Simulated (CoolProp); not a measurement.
Values from CoolProp's reference Helmholtz-energy equation of state, Gao 2022.

Problem. For n-perfluorobutane, give the phase and the cp (kJ/(kg K)) at 394.2 K and 0.0464 MPa; 394.2 K and 0.1 MPa.

Solution. 
- 394.2 K and 0.0464 MPa: gas; cp 0.950
- 394.2 K and 0.1 MPa: gas; cp 0.951
